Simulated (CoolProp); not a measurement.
Model: reference Helmholtz-energy equation of state, Lemmon 2006, in CoolProp. It is a short technical equation, of lower accuracy than the large ones.

**Question.** Give the vapour pressure (MPa), vapour density (kg/m³), liquid cp (kJ/(kg K)), surface tension (mN/m) of saturated nitrous oxide at 199.1, 231.1, 247.1 K.

**Answer.** 
```csv
T (K),p (MPa),vapour density (kg/m³),liquid cp (kJ/(kg K)),surface tension (mN/m)
199.1,0.223,6.23,1.74,20.5
231.1,0.872,22.7,1.83,13.6
247.1,1.49,38.7,1.93,10.3
```

Surface tension comes from a separate correlation (Mulero 2012).
